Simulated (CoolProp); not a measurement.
Properties of cyclopentane along the isobar 2850 kPa.

The numbers come from the reference Helmholtz-energy equation of state, Gedanitz 2015 in CoolProp.

```tsv
T (K)	phase	density (kg/m³)	cp (kJ/(kg K))	cv (kJ/(kg K))	Joule-Thomson coefficient (K/MPa)	isothermal compressibility (1/MPa)
448.3	liquid	559.9	2.739	1.933	0.2711	0.009908
459.6	liquid	538.5	2.877	1.987	0.4734	0.01364
470.9	liquid	513.2	3.087	2.043	0.8169	0.02087
482.2	gas	78.65	2.891	2.065	16.09	0.6928
493.5	gas	71.61	2.704	…	13.24	0.5924
504.8	gas	66.54	2.625	2.134	11.33	0.5379
516.1	gas	62.56	2.591	2.172	9.931	…
527.4	gas	…	2.581	2.211	8.838	0.4783
538.7	gas	56.53	2.584	2.250	7.955	0.4600
550	gas	54.13	2.596	2.290	7.223	0.4457
```

### Question
Some entries are withheld; supply them.

### Answer

- 493.5, cv (kJ/(kg K)): 2.098
- 516.1, isothermal compressibility (1/MPa): 0.5030
- 527.4, density (kg/m³): 59.30
